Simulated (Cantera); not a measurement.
Charge: 1 mol Al, 1.3 mol Cl2, 0.24 mol N2, equilibrated at 0.000280 bar.

Cantera equilibrium calculation (NASA polynomials, part measured and part estimated; ideal gas, pure solids and liquids). Candidate condensed phases: Al, AlCl3, AlN; 11 gas species. The tables' values for AlCl2 are old estimates; treat these amounts as uncertain. Kinetics and transport are ignored.

log p: log10 of the partial pressure in bar; n: condensed amount in mol.

| T (K) | log p AlCl3 | log p N2 | log p AlCl2 | log p Al2Cl6 | log p AlCl | log p Cl | n AlN(s) |
|---|---|---|---|---|---|---|---|
| 700 | -3.64 | -4.33 | -12.35 | -5.64 | <-15 | <-15 | 0.133 |
| 750 | -3.63 | -4.33 | -11.29 | -6.23 | -15.53 | ? | 0.133 |
| 800 | -3.63 | -4.33 | -10.36 | -6.74 | -13.99 | ? | 0.133 |
| 850 | -3.63 | -4.33 | -9.54 | -7.19 | -12.64 | ? | 0.133 |
| 900 | -3.63 | -4.33 | -8.82 | -7.59 | -11.44 | ? | 0.133 |
| 950 | -3.63 | -4.33 | -8.17 | -7.95 | -10.37 | ? | 0.133 |
| 1000 | -3.63 | -4.33 | -7.59 | -8.27 | -9.41 | ? | 0.133 |
| 1050 | -3.63 | -4.33 | -7.07 | -8.55 | -8.54 | ? | 0.133 |
| 1100 | -3.63 | -4.33 | -6.59 | -8.81 | -7.75 | ? | 0.133 |
| 1150 | -3.63 | -4.33 | -6.16 | -9.05 | -7.03 | ? | 0.132 |
| 1200 | -3.64 | -4.33 | -5.76 | -9.26 | -6.38 | ? | 0.130 |
| 1250 | -3.64 | -4.33 | -5.40 | -9.47 | -5.78 | ? | 0.124 |

Task: Fill in the missing entries.

Result: 
- 750, log p Cl: -14.66
- 800, log p Cl: -13.73
- 850, log p Cl: -12.92
- 900, log p Cl: -12.19
- 950, log p Cl: -11.54
- 1000, log p Cl: -10.95
- 1050, log p Cl: -10.42
- 1100, log p Cl: -9.93
- 1150, log p Cl: -9.49
- 1200, log p Cl: -9.08
- 1250, log p Cl: -8.71
